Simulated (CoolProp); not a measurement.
Properties of R142b along the isotherm 163.85 °C.

The numbers come from the reference Helmholtz-energy equation of state, Lemmon 2006 in CoolProp. It is a short technical equation, of lower accuracy than the large ones.

```json
[
 {"p (MPa)": "0.0641", "phase": "gas", "density (kg/m³)": "1.781", "cp (kJ/(kg K))": "1.045", "cv (kJ/(kg K))": "0.9603", "fugacity coefficient": "0.9956"},
 {"p (MPa)": "0.108", "phase": "gas", "density (kg/m³)": "3.010", "cp (kJ/(kg K))": "1.047", "cv (kJ/(kg K))": "0.9609", "fugacity coefficient": "0.9926"},
 {"p (MPa)": "0.183", "phase": "gas", "density (kg/m³)": "5.126", "cp (kJ/(kg K))": "1.050", "cv (kJ/(kg K))": "0.9619", "fugacity coefficient": "0.9875"},
 {"p (MPa)": "0.308", "phase": "gas", "density (kg/m³)": "8.705", "cp (kJ/(kg K))": "1.055", "cv (kJ/(kg K))": "0.9637", "fugacity coefficient": "0.9790"},
 {"p (MPa)": "0.52", "phase": "gas", "density (kg/m³)": "14.93", "cp (kJ/(kg K))": "___", "cv (kJ/(kg K))": "0.9668", "fugacity coefficient": "0.9646"},
 {"p (MPa)": "0.878", "phase": "gas", "density (kg/m³)": "25.91", "cp (kJ/(kg K))": "1.084", "cv (kJ/(kg K))": "0.9724", "fugacity coefficient": "0.9405"},
 {"p (MPa)": "1.48", "phase": "gas", "density (kg/m³)": "45.93", "cp (kJ/(kg K))": "1.123", "cv (kJ/(kg K))": "0.9829", "fugacity coefficient": "0.9004"},
 {"p (MPa)": "2.5", "phase": "gas", "density (kg/m³)": "___", "cp (kJ/(kg K))": "1.221", "cv (kJ/(kg K))": "1.004", "fugacity coefficient": "0.8334"},
 {"p (MPa)": "4.22", "phase": "supercritical", "density (kg/m³)": "187.6", "cp (kJ/(kg K))": "1.661", "cv (kJ/(kg K))": "1.058", "fugacity coefficient": "0.7222"},
 {"p (MPa)": "7.12", "phase": "supercritical", "density (kg/m³)": "594.1", "cp (kJ/(kg K))": "2.453", "cv (kJ/(kg K))": "___", "fugacity coefficient": "0.5418"},
 {"p (MPa)": "12", "phase": "supercritical", "density (kg/m³)": "763.9", "cp (kJ/(kg K))": "1.660", "cv (kJ/(kg K))": "1.054", "fugacity coefficient": "0.3902"},
 {"p (MPa)": "20.3", "phase": "supercritical", "density (kg/m³)": "861.9", "cp (kJ/(kg K))": "1.484", "cv (kJ/(kg K))": "1.045", "fugacity coefficient": "0.3054"}
]
```

**Question.** What belongs in the gaps?

**Answer.** 
- 0.52, cp (kJ/(kg K)): 1.065
- 2.5, density (kg/m³): 85.92
- 7.12, cv (kJ/(kg K)): 1.092

The peak of cp marks the crossing from liquid-like to gas-like fluid above the critical point.
